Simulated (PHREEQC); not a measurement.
Copper plating or etch bath (model solution)

Make-up at 15 °C: 62 mmol/kgw CuCl2 and 0.04 mmol/kgw NaCl. Closed to the air; pH follows from the charge balance.

Model: ion-association model, phreeqc.dat, run in PHREEQC.

This is a speciation only: nothing precipitates in the calculation.

Q: Estimate the pH, specific conductance.

A: pH 4.47; specific conductance 8920 µS/cm.

Q: In which forms is Cu present?

A: Cu+2 94 %, CuCl+ 6.2 % of the Cu.

Complexes and solids missing from the database can't appear.
